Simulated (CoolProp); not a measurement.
R227EA along the isobar 0.945 MPa: fugacity coefficient from the reference equation and from simpler models built on Tc = 101.8 °C, pc = 2.925 MPa, ω = 0.358; each cubic takes its own stable root.

Computed with CoolProp (reference Helmholtz-energy equation of state, Lemmon 2016).

```json
[
 {"T (°C)": "-84.15", "phase": "liquid", "reference": "0.001600"},
 {"T (°C)": "-73.95", "phase": "liquid", "reference": "0.003801"},
 {"T (°C)": "-63.85", "phase": "liquid", "reference": "0.008086"},
 {"T (°C)": "-53.65", "phase": "liquid", "reference": "0.01589"},
 {"T (°C)": "-43.45", "phase": "liquid", "reference": "0.02897"},
 {"T (°C)": "-33.35", "phase": "liquid", "reference": "0.04926"},
 {"T (°C)": "-23.15", "phase": "liquid", "reference": "0.07965"},
 {"T (°C)": "-12.95", "phase": "liquid", "reference": "0.1226"},
 {"T (°C)": "-2.85", "phase": "liquid", "reference": "0.1801"},
 {"T (°C)": "7.35", "phase": "liquid", "reference": "0.2557"},
 {"T (°C)": "17.55", "phase": "liquid", "reference": "0.3509"},
 {"T (°C)": "27.65", "phase": "liquid", "reference": "0.4658"},
 {"T (°C)": "37.85", "phase": "liquid", "reference": "0.6034"}
]
```

Task: How far does each simpler model (van der Waals, Soave-Redlich-Kwong, Peng-Robinson) lie from the reference over these 13 states: mean and median of the absolute difference, and the worst?

Result: 
- van der Waals: mean 1207.1 %, median 456.7 %, worst +5853.7 % at -84.15 °C and 0.945 MPa
- Soave-Redlich-Kwong: mean 0.9 %, median 0.8 %, worst +2.0 % at 37.85 °C and 0.945 MPa
- Peng-Robinson: mean 2.1 %, median 0.7 %, worst +9.1 % at -84.15 °C and 0.945 MPa

At some of these states van der Waals gives the other phase, because its saturation line lies elsewhere.
